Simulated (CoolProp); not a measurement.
Saturation properties of R365MFC (Tc = 460.0 K, pc = 32.66 bar, ω = 0.377).

Model: reference Helmholtz-energy equation of state, Lemmon 2016, in CoolProp.

```
T (K)  p (bar)  vapour density (kg/m³)  enthalpy of vaporisation (kJ/kg)
-----  -------  ----------------------  --------------------------------
343.6    2.690                   15.34                             172.4
352.6    3.466                   19.63                             167.1
361.5    4.390                   24.79                             161.7
370.5    5.505                   31.10                             155.8
379.4    6.806                   38.63                             149.7
388.4    8.347                   47.82                             143.1
397.3    10.12                   58.82                             136.0
406.3    12.19                   72.38                             128.1
415.2    14.54                   88.92                             119.5
424.2    17.27                   109.9                             109.6
433.1    20.35                   136.9                             98.18
442.1    23.91                   174.0                             83.94
451      27.95                   230.1                             64.79
```

It boils at 313.3 K under 1 atm.
